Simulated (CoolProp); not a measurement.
A simple Rankine cycle with propylene: condensing at 290.15 K, boiler at 3.31 MPa, turbine inlet 497 K, turbine efficiency 0.85, pump efficiency 0.7, no recuperator. Each further row changes one setting.

Values from CoolProp's reference Helmholtz-energy equation of state, Lemmon 2013.

| case | thermal efficiency (%) | net work (kJ/kg) | heat in (kJ/kg) | turbine exit temperature (K) | volume ratio over the turbine |
|---|---|---|---|---|---|
| as stated | 11.7 | 85.8 | 731 | (withheld) | (withheld) |
| turbine inlet 517 K | 11.6 | 90.7 | 780 | 464.5 | 3.31 |
| condensing temperature 282.15 K | (withheld) | 101 | 751 | 436.0 | 4.07 |
| boiler pressure 2.32 MPa | 8.7 | 64.9 | 744 | 460.0 | 2.35 |
| turbine efficiency 0.75 | 10.3 | 75.0 | 731 | 449.4 | 3.36 |

### Question
What belongs in the gaps?

### Answer

- as stated, turbine exit temperature (K): 444.3
- as stated, volume ratio over the turbine: 3.32
- condensing temperature 282.15 K, thermal efficiency (%): 13.4
